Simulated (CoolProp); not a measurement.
Vapour-liquid equilibrium of dimethyl ether (1) + n-pentane (2) at 312 K; x and y are mole fractions of (1).

The numbers come from the multi-fluid Helmholtz-energy mixture model, Wu 2011 and Thol 2019; pair parameters Bell 2016 in CoolProp.

```tsv
x	bubble pressure (MPa)	y at the bubble point	dew pressure at overall composition x (MPa)	liquid density (mol/L)
0.05	0.1357	0.214	0.1161	8.604
0.125	0.1865	0.471	0.1242	8.896
0.2	0.2514	0.641	0.1337	9.197
0.275	0.3248	0.747	0.1449	9.508
0.35	0.4005	0.815	0.1583	9.834
0.425	0.4730	0.858	0.1746	10.17
0.5	0.5388	0.888	0.1950	10.53
0.575	0.5969	0.910	0.2213	10.91
0.65	0.6478	0.927	0.2564	11.32
0.725	0.6936	0.941	0.3059	11.77
0.8	0.7371	0.954	0.3811	12.25
0.875	0.7812	0.969	0.5078	12.80
0.95	0.8287	0.986	0.7233	13.40
```

No azeotrope shows between x = 0.05 and 0.95.

Pair parameters are fitted to limited data, so mixtures are less certain than the pure fluids. The gap from Raoult's law changes sign with composition, which may be real or a fault of the pair parameters; it wasn't checked against measurements.
